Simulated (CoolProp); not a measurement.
Vapour-liquid equilibrium of carbon dioxide (1) + R134a (2) at 253.7 K; x and y are mole fractions of (1).

Computed with CoolProp (multi-fluid Helmholtz-energy mixture model, Span 1996 and Tillner-Roth 1994; pair parameters Bell 2016).

Problem. Give the bubble pressure and the first vapour's composition at x = 0.35, 0.5, 0.575. Is there an azeotrope?

Solution. x = 0.35: 7.373 bar, y = 0.862; x = 0.5: 10.21 bar, y = 0.917; x = 0.575: 11.62 bar, y = 0.935. No azeotrope shows between x = 0.05 and 0.95.

The pair parameters rest on a limited set of measurements; away from them the model extrapolates.
